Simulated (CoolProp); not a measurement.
Vapour pressure (MPa) of tetrahydrofuran: the reference equation beside estimates from Tc = 540.2 K, pc = 5.304 MPa, ω = 0.234. Clausius-Clapeyron is anchored at 253.6 K with a constant enthalpy of vaporisation of 34.39 kJ/mol.

Computed with CoolProp (reference Helmholtz-energy equation of state, Fiedler 2023).

```tsv
T (K)	reference	Lee-Kesler	Clausius-Clapeyron	van der Waals	Redlich-Kwong	Soave-Redlich-Kwong	Peng-Robinson
253.6	0.002020	0.001874	0.002020	0.09498	0.004781	0.001928	0.002130
267.9	0.004789	0.004463	0.004824	0.1394	0.01069	0.004579	0.004947
282.1	0.01019	0.009577	0.01049	0.1967	0.02146	0.009783	0.01038
296.4	0.02002	0.01899	0.02129	0.2696	0.03977	0.01931	0.02017
310.6	0.03641	0.03490	0.04028	0.3587	0.06843	0.03532	0.03644
324.8	0.06228	0.06032	0.07210	0.4664	0.1110	0.06078	0.06207
339.1	0.1014	0.09920	0.1234	0.5952	0.1719	0.09960	0.1009
353.3	0.1573	0.1552	0.2014	0.7449	0.2543	0.1555	0.1563
367.5	0.2346	0.2334	0.3166	0.9178	0.3628	0.2334	0.2334
381.8	0.3391	0.3396	0.4826	1.117	0.5028	0.3394	0.3379
396	0.4747	0.4779	0.7116	1.340	0.6767	0.4779	0.4742
410.3	0.6491	0.6561	1.024	1.592	0.8911	0.6570	0.6503
424.5	0.8658	0.8776	1.435	1.871	1.147	0.8807	0.8703
```

Absolute difference from the reference over all 13 rows, mean and median: Lee-Kesler 3.1 and 2.2 %, Clausius-Clapeyron 25.9 and 21.7 %, van der Waals 1065.3 and 487.0 %, Redlich-Kwong 75.5 and 69.5 %, Soave-Redlich-Kwong 2.2 and 1.8 %, Peng-Robinson 1.1 and 0.5 %.
